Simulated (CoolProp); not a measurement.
Model: reference Helmholtz-energy equation of state, Gao 2022, in CoolProp.

Problem. Give the vapour pressure (bar), liquid density (kg/m³), vapour density (kg/m³), enthalpy of vaporisation (kJ/kg) of saturated n-perfluorobutane at 0.45, 72.45 °C.

Solution. 
```tsv
T (°C)	p (bar)	liquid density (kg/m³)	vapour density (kg/m³)	enthalpy of vaporisation (kJ/kg)
0.45	1.12	1590	12.3	96.8
72.45	9.72	1270	109	65.8
```
